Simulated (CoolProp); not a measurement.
A Linde-Hampson liquefier for dry air: isothermal reversible compression at 200 K from 1 atm to 10 MPa, throttling to 1 atm, return gas leaving the recuperator 10 K below the feed. Each further row changes one setting.

The numbers come from the reference Helmholtz-energy equation of state, Lemmon 2000 in CoolProp. It is a pseudo-pure fit of the blend.

```json
[
 {"case": "as stated", "liquid yield per pass": "?", "compression work (kJ/kg of gas)": "251"},
 {"case": "high pressure 20 MPa", "liquid yield per pass": "?", "compression work (kJ/kg of gas)": "?"},
 {"case": "warm-end temperature 230 K", "liquid yield per pass": "?", "compression work (kJ/kg of gas)": "?"},
 {"case": "warm-end gap 15 K", "liquid yield per pass": "?", "compression work (kJ/kg of gas)": "251"}
]
```

**Question.** What belongs in the gaps?

**Answer.** 
- as stated, liquid yield per pass: 0.130
- high pressure 20 MPa, liquid yield per pass: 0.228
- high pressure 20 MPa, compression work (kJ/kg of gas): 284
- warm-end temperature 230 K, liquid yield per pass: 0.077
- warm-end temperature 230 K, compression work (kJ/kg of gas): 295
- warm-end gap 15 K, liquid yield per pass: 0.115
